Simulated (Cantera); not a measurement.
A perfectly stirred reactor is fed with CO : O2 : H2O : N2 = 0.021 : 0.0027 : 0.0013 : 1 (molar parts), equivalence ratio 3.9, at 760 Torr; it is held at 1523 K, and followed from long to short residence time.

Model: GRI-Mech 3.0 (53 species, 325 reactions), integrated in Cantera.

Question: What does this change do: H2O 0.0013 to 0.0091 parts?

Answer: 
```json
[
 {"quantity": "x(CO) at τ = 3.70 s", "before": "0.0146", "after": "0.0121"},
 {"quantity": "x(O2) at τ = 3.70 s", "before": "1.64e-6", "after": "1.58e-6"},
 {"quantity": "x(H2O) at τ = 3.70 s", "before": "0.000642", "after": "0.00574"},
 {"quantity": "x(NO) at τ = 3.70 s", "before": "4.74e-7", "after": "1.61e-7"},
 {"quantity": "x(NO2) at τ = 3.70 s", "before": "<1e-12", "after": "<1e-12"},
 {"quantity": "x(CO) at τ = 37.0 ms", "before": "0.0147", "after": "0.0122"},
 {"quantity": "x(O2) at τ = 37.0 ms", "before": "4.61e-5", "after": "2.83e-5"},
 {"quantity": "x(H2O) at τ = 37.0 ms", "before": "0.000507", "after": "0.00573"},
 {"quantity": "x(NO) at τ = 37.0 ms", "before": "2.74e-6", "after": "6.99e-7"},
 {"quantity": "x(NO2) at τ = 37.0 ms", "before": "4.83e-11", "after": "3.10e-12"}
]
```
